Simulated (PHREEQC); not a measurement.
Consider water at 20 °C with 0.096 mol (CH3)4NF, 0.0035 mol Na2CO3 and 0.15 mol Na2S per kg of water. Closed to the air; pH follows from the charge balance.

Equilibrium calculation in PHREEQC: ion-association model, wateq4f.dat.

Precipitation was switched off in this run.

Q: What pH, activity of water, ionic strength does the model give?

A: pH 12.77; activity of water 0.988; ionic strength 0.485 mol/kgw.

Q: In which forms is Na present?

A: Na+ 97 %, NaF 2.0 %, NaCO3- 0.6 % of the Na.

Complexes and solids missing from the database can't appear. With this much S-2 the pH rests on the database's HS-/S-2 constant; if that pK is higher, the solution is more alkaline. (CH3)4N+ isn't in the database: it is added as a free cation with an ion size of 4 Å. The database's pK near 12.9 for HS-/S-2 is now thought far too low, so its S-2 is overstated. The polysulfide entries of wateq4f.dat were taken out for this run.
